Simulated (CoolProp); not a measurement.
Model: reference Helmholtz-energy equation of state, Thol 2018, in CoolProp.

Question: For hydrogen chloride, give the phase and the cp (kJ/(kg K)), speed of sound (m/s) at 351.4 K and 0.142 MPa; 351.4 K and 6.58 MPa.

Answer: 
- 351.4 K and 0.142 MPa: gas; cp 0.807, speed of sound 334
- 351.4 K and 6.58 MPa: gas; cp 1.52, speed of sound 292
